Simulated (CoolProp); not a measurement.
Aqueous magnesium chloride as a coolant, 28 % by mass, freezing at -74.7 °C, 1 atm.

Computed with CoolProp (Melinder's fits for secondary coolants).

```
T (°C)  Prandtl number  cp (kJ/(kg K))  density (kg/m³)  viscosity (mPa s)
------  --------------  --------------  ---------------  -----------------
-22.8            45200           2.717                …               6560
-16.2                …           2.717             1305               3460
-9.7             11900           2.718             1299               1890
-3.1              6380           2.718             1292               1060
3.5               3600           2.717             1286                618
10                2160           2.712             1279                386
16.6              1380               …             1272                255
23.2               954           2.693             1267                  …
29.7                 …           2.675             1262                143
36.3               601           2.651             1258                124
```

Question: Fill in the missing entries.

Answer: 
- -22.8, density (kg/m³): 1310
- -16.2, Prandtl number: 22700
- 16.6, cp (kJ/(kg K)): 2.705
- 23.2, viscosity (mPa s): 183
- 29.7, Prandtl number: 722
